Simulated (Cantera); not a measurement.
Input: 1 mol SO₂, 0.94 mol H₂, at 973 K.

Cantera equilibrium calculation (NASA polynomials, part measured and part estimated; ideal gas, pure solids and liquids). Candidate condensed phases: H₂O, H₂SO₄, S; 19 gas species. The ideal-gas law is rough above about 30 bar. Gases not in the tables: S₃ to S₇. Kinetics and transport are ignored.

log p: log10 of the partial pressure in bar; n: condensed amount in mol.

| P (Pa) | log p H₂O | log p SO₂ | log p S₂ | log p H₂S | log p H₂ | log p S₂O | log p S₈ | n S(l) |
|---|---|---|---|---|---|---|---|---|
| 10 | -4.28 | -4.49 | -4.90 | -6.06 | -5.87 | -7.15 | <-16 | 0 |
| 65 | -3.46 | -3.68 | -4.09 | -5.05 | -5.27 | -6.14 | <-15 | 0 |
| 420 | -2.65 | -2.87 | -3.30 | -4.05 | -4.67 | -5.14 | <-14 | 0 |
| 2700 | -1.85 | -2.05 | -2.52 | -3.07 | -4.07 | -4.14 | -12.32 | 0 |
| 17000 | ___ | ___ | ___ | ___ | ___ | ___ | ___ | 0 |
| 110000 | ___ | ___ | ___ | ___ | ___ | ___ | ___ | 0 |
| 720000 | 0.54 | 0.41 | -0.28 | -0.23 | -2.35 | -1.23 | -3.37 | 0 |
| 4700000 | 1.35 | 1.23 | 0.37 | 0.65 | -1.80 | -0.34 | -0.78 | 0 |
| 30000000 | 2.21 | 2.05 | 0.58 | 1.27 | -1.28 | 0.23 | 0.07 | 0.225 |

Q: Some entries are withheld; supply them.

A: 
- 110000, log p H₂O: -0.26
- 110000, log p SO₂: -0.42
- 110000, log p S₂: -1.01
- 110000, log p H₂S: -1.16
- 110000, log p H₂: -2.92
- 110000, log p S₂O: -2.20
- 110000, log p S₈: -6.29
- 17000, log p H₂O: -1.06
- 17000, log p SO₂: -1.24
- 17000, log p S₂: -1.76
- 17000, log p H₂S: -2.12
- 17000, log p H₂: -3.50
- 17000, log p S₂O: -3.17
- 17000, log p S₈: -9.29
